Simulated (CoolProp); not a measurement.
Vapour-liquid equilibrium of R13 (1) + R11 (2) at 0.148 MPa; x and y are mole fractions of (1).

Values from CoolProp's multi-fluid Helmholtz-energy mixture model, Platzer 1990 and Jacobsen 1992; pair parameters Bell 2016. This equation is an older, rougher fit; its heat capacities, sound speeds and derivatives of the liquid may be far off and weren't checked against measurements.

```tsv
x	bubble temperature (K)	y at the bubble point	dew temperature at overall composition x (K)	liquid density (mol/L)
0.05	265.9	0.804	306.4	11.36
0.2	225.6	0.981	301.2	12.31
0.35	214.4	0.992	295.3	12.81
0.5	209.1	0.996	288.2	13.21
0.65	205.8	0.997	279.1	13.57
0.8	203.0	0.998	266.3	13.89
0.95	200.2	1.000	240.1	14.19
```

No azeotrope shows between x = 0.05 and 0.95.

The pair parameters rest on a limited set of measurements; away from them the model extrapolates. With so large a gap from Raoult's law the liquid may split in two, which this calculation doesn't test in full.
